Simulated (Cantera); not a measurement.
Charge: 1 mol Fe₃O₄, 200 mol H₂, 4.2 mol N₂, equilibrated at 1300 °C and 2400 Pa.

Equilibrium computed with Cantera from the NASA thermochemical tables; the gas is ideal and each condensed phase is pure. Candidate condensed phases: Fe, FeO, Fe(OH)₂, Fe(OH)₃, Fe₂O₃, Fe₃O₄, H₂O; 27 gas species. Equilibrium is a limit: real reactors are often held back by kinetics, nucleation or transport.

Base state: H₂ 0.960, N₂ 0.0206, H₂O 0.0196, H 0.000258, Fe 2.75e-5 (mole fractions); condensed: Fe(γ).

### Question
What changes in the equilibrium state with this change: pressure from 2400 Pa to 25.0 Pa?

### Answer
```json
[
 {"species": "H₂", "before": "0.960", "after": "0.955"},
 {"species": "N₂", "before": "0.0206", "after": "0.0205"},
 {"species": "H₂O", "before": "0.0196", "after": "0.0195"},
 {"species": "Fe", "before": "2.75e-5", "after": "0.00264"},
 {"species": "H", "before": "0.000258", "after": "0.00252"},
 {"species": "Fe(γ), mol", "before": "2.99", "after": "2.46"}
]
```
